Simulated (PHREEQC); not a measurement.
Solution (25 °C): 0.034 mol NaHSO4 per kg of water. Closed to the air; pH follows from the charge balance.

All values are PHREEQC results (ion-association model, phreeqc.dat), not measurements.

This is a speciation only: nothing precipitates in the calculation.

Estimate the pH, ionic strength, density.

pH 1.79; ionic strength 0.0700 mol/kgw; density 1.000 g/cm³.

In which forms is S present?

SO4-2 53 %, HSO4- 43 %, NaSO4- 3.6 % of the S.

Complexes and solids missing from the database can't appear.
